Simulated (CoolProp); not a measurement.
Vapour-liquid equilibrium of R113 (1) + benzene (2) at 0.0844 MPa; x and y are mole fractions of (1).

The numbers come from the multi-fluid Helmholtz-energy mixture model, Marx 1992 and Thol 2012; pair parameters Bell 2016 in CoolProp.

### Question
Give the bubble temperature and the first vapour's composition at x = 0.5, 0.875, 0.95. Is there an azeotrope?

### Answer
x = 0.5: 50.3 °C, y = 0.737; x = 0.875: 43.9 °C, y = 0.932; x = 0.95: 42.9 °C, y = 0.972. No azeotrope shows between x = 0.05 and 0.95.

The pair parameters rest on a limited set of measurements; away from them the model extrapolates.
